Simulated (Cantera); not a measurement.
A perfectly stirred reactor is fed with CH4 : O2 : N2 = 1 : 1.82 : 6.84 (molar parts), equivalence ratio 1.1, at 15.0 bar; it is adiabatic with a 650 K inlet, and is followed from long to short residence time, starting on the burning branch (τ in s: 0.077, 0.027, 0.0098, 0.0035, 0.0012, 0.00045, 0.00016, 5.7e-05, 2e-05, 7.2e-06).

Computed with Cantera and GRI-Mech 3.0 (53 species, 325 reactions). The pressure lies above the range GRI-Mech 3.0 was tuned for (to about 10 atm).

### Question
Predict: blow-out, bracketed by the residence times tried; x(CH4) at τ = 77.0 ms; x(O2) at τ = 77.0 ms; x(CH2CO) at τ = 77.0 ms; x(N2O) at τ = 77.0 ms; x(CH4) at τ = 0.450 ms; x(O2) at τ = 0.450 ms; x(CH2CO) at τ = 0.450 ms; x(N2O) at τ = 0.450 ms; x(C2H6) at τ = 0.450 ms.

### Answer
| Item | Result |
|---|---|
| blow-out, bracketed by the residence times tried | burning at 20.0 µs, out at 7.20 µs |
| x(CH4) at τ = 77.0 ms | 1.00e-6 |
| x(O2) at τ = 77.0 ms | 0.000467 |
| x(CH2CO) at τ = 77.0 ms | 1.80e-9 |
| x(N2O) at τ = 77.0 ms | 1.90e-7 |
| x(CH4) at τ = 0.450 ms | 6.93e-5 |
| x(O2) at τ = 0.450 ms | 0.00236 |
| x(CH2CO) at τ = 0.450 ms | 2.32e-7 |
| x(N2O) at τ = 0.450 ms | 3.32e-7 |
| x(C2H6) at τ = 0.450 ms | 4.14e-9 |
